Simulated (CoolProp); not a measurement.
A Linde-Hampson liquefier for normal hydrogen: isothermal reversible compression at 280 K from 1 atm to 5 MPa, throttling to 1 atm, return gas leaving the recuperator 2 K below the feed. Each further row changes one setting.

The numbers come from the reference Helmholtz-energy equation of state, Leachman 2009 in CoolProp.

```
case                        compression work (kJ/kg of gas)
--------------------------  -------------------------------
as stated                                              4540
high pressure 10 MPa                                   5370
warm-end temperature 310 K                             5020
warm-end gap 7 K                                       4540
```
